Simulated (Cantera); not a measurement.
A closed system holds: 1 mol MgO, 0.33 mol CH4, 0.036 mol CO, at 12.0 Pa.

Method: chemical equilibrium by Gibbs-energy minimisation in Cantera with the NASA 1993 tables (ideal gas, pure condensed phases). Candidate condensed phases: C, C6H6, C7H8, C8H18, H2O, Mg, MgCO3, MgO, Mg(OH)2; 116 gas species. Equilibrium is a limit: real reactors are often held back by kinetics, nucleation or transport.

Question: Which condensed phases are stable at each of these points (T (K)): 948, 1023, 1098, 1173, 1248, 1323, 1398?

Answer: 
| T (K) | condensed phases | Mg condensed (%) |
|---|---|---|
| 948 | C(graphite) + MgO(s) | 100.0 |
| 1023 | C(graphite) + MgO(s) | 100.0 |
| 1098 | C(graphite) + MgO(s) | 100.0 |
| 1173 | C(graphite) + MgO(s) | 100.0 |
| 1248 | C(graphite) + MgO(s) | 98.3 |
| 1323 | C(graphite) + MgO(s) | 74.1 |
| 1398 | MgO(s) | 67.0 |

From 948 K to 1323 K the condensed part is C(graphite) + MgO(s). At 1398 K the condensed part is MgO(s).
